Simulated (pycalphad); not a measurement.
# Effect of B content in Hf-B

Computed with pycalphad from the COST 507 light-alloy database (1999), at 1 atm. The database dates from 1999; later assessments differ in places, in temperatures and in the compounds included. Phase fractions are per mole of atoms. Kinetics are ignored, which matters at the lower temperatures.

| alloy | liquidus (K) | first solid | solidus (K) | phases at 600 K |
|---|---|---|---|---|
| Hf-16.68B (at.%) | 2208 | BM | 2154 | HCP_A3 0.67, BM 0.33 |
| Hf-33.35B (at.%) | [?] | B2M | 2154 | [?] |
| Hf-66.7B (at.%) | 3650 | B2M | 2338 | B2M 1.00, BETA_RHOMBO_B under 0.01 |

Some entries are withheld; supply them.


- Hf-33.35B (at.%), liquidus (K): 2841
- Hf-33.35B (at.%), phases at 600 K: BM 0.67, HCP_A3 0.33

Database names, with the compositions (at.%) that they take in these runs: BM: Hf 50 B 50; B2M: B 67 Hf 33. HCP_A3 is hcp; BETA_RHOMBO_B is β-boron.
